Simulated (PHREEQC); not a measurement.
Dissolve 0.2 mol NaHSO4, 0.0005 mol NaF and 0.00012 mol NaCl per kg of water at 25 °C. Closed to the air; pH follows from the charge balance.

All values are PHREEQC results (ion-association model, phreeqc.dat), not measurements.

Task: The ionic strength comes out as 0.326 mol/kgw. What activity coefficients do SO4-2, Na+, HSO4-, NaSO4-, Cl- get?

Result: SO4-2 0.24, Na+ 0.73, HSO4- 0.73, NaSO4- 0.72, Cl- 0.68.

Precipitation was switched off in this run.
